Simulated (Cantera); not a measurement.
An isothermal, constant-pressure homogeneous reactor starts with N2O : H2O = 1 : 0.097 (molar parts), at 1550 K and 101000 Pa.

Cantera simulation using GRI-Mech 3.0 (53 species, 325 reactions); the numbers are that mechanism's predictions, not measurements. GRI-Mech 3.0 was tuned for natural gas; its chemistry of N2O as a main component is partial and can be far from experiment. The temperature is held fixed by assumption; the heat of reaction is taken as removed at once.

x: mole fraction; the columns are a selection and need not sum to one.

```
t (s)        x N2O   x H2O     x NO2      x NO    x HO2
--------  --------  ------  --------  --------  -------
6.00e-6      0.911  0.0883   1.73e-8  0.000117  2.99e-6
4.11e-5      0.904  0.0879   1.23e-5   0.00109  3.73e-5
0.000282     0.862  0.0866  0.000305   0.00737  2.81e-5
0.00193      0.634  0.0798   0.00103    0.0399  1.15e-5
0.0132           ?  0.0647         ?     0.102        ?
0.0907    0.000392  0.0607  0.000578     0.110  2.70e-7
0.621      3.22e-6  0.0607  0.000564     0.110  2.50e-7
4.26       3.12e-6  0.0607  0.000556     0.108  2.51e-7
29.2       2.55e-6  0.0607  0.000507    0.0974  2.55e-7
200              ?  0.0607         ?         ?  2.69e-7
```

**Question.** What belongs in the gaps?

**Answer.** 
- 0.0132, x N2O: 0.138
- 0.0132, x NO2: 0.000894
- 0.0132, x HO2: 2.06e-6
- 200, x N2O: 9.27e-7
- 200, x NO2: 0.000307
- 200, x NO: 0.0569
